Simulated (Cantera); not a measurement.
A freely propagating, adiabatic, planar premixed flame of H2 : O2 : N2 : H2O = 1 : 0.5 : 1.88 : 0.0098 (molar parts), equivalence ratio 1.0, unburnt at 598 K and 0.132 atm; mixture-averaged transport, grid criteria slope 0.08 and curve 0.16, no radiation.

Detailed kinetics in Cantera: the H2/O2 subset of GRI-Mech 3.0, which has no nitrogen chemistry. Burning velocities carry a grid error of a few per cent, more on coarse grids.

Q: Predict: laminar burning velocity; thermal thickness; peak x(O); peak x(H2O2); peak x(H); peak x(OH).

A: 
```json
{
  "laminar_burning_velocity": "590 cm/s",
  "thermal_thickness": "6.51 mm",
  "peak x(O)": "0.0160",
  "peak x(H2O2)": "9.09e-7",
  "peak x(H)": "0.0906",
  "peak x(OH)": "0.0192"
}
```
